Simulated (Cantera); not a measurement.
## Chemical vapour transport: Al2O3 + H2O + O2

A closed system holds: 1 mol Al2O3, 0.018 mol H2O, 0.04 mol O2, at 800 °C and 2500 Pa.

Equilibrium computed with Cantera from the NASA thermochemical tables; the gas is ideal and each condensed phase is pure. Candidate condensed phases: Al, Al2O3, H2O; 19 gas species. The numbers say what is thermodynamically allowed, not how fast it happens.

| Quantity | Value |
|---|---|
| x(O2) | 0.690 |
| x(H2O) | 0.310 |
| x(OH) | 2.59e-6 |
| n(Al2O3(s)) | 1.00 mol |
| gas amount | 0.05800 mol |
| log10 activity of Al(l) (absent) | -31.22 |
